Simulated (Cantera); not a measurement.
A freely propagating, adiabatic, planar premixed flame of CH₄ : CO : O₂ : N₂ = 1 : 0.086 : 2.04 : 6.74 (molar parts), equivalence ratio 1.0, unburnt at 475 K and 82.5 Torr; mixture-averaged transport, grid criteria slope 0.08 and curve 0.16, no radiation.

Detailed kinetics in Cantera: GRI-Mech 3.0 (53 species, 325 reactions). Burning velocities carry a grid error of a few per cent, more on coarse grids.

Q: What does this change do: 0.31 parts H2O added?

A: 
| quantity | before | after |
|---|---|---|
| laminar burning velocity | 150 cm/s | 141 cm/s |
| thermal thickness | 2.22 mm | 2.35 mm |
| peak x(C₂H₂) | 0.000124 | 0.000121 |
| peak x(OH) | 0.0127 | 0.0123 |

Q: What does this change do: inlet temperature 475 to 423 K?

A: 
| quantity | before | after |
|---|---|---|
| laminar burning velocity | 150 cm/s | 126 cm/s |
| thermal thickness | 2.22 mm | 2.28 mm |
| peak x(C₂H₂) | 0.000124 | 0.000113 |
| peak x(OH) | 0.0127 | 0.0122 |
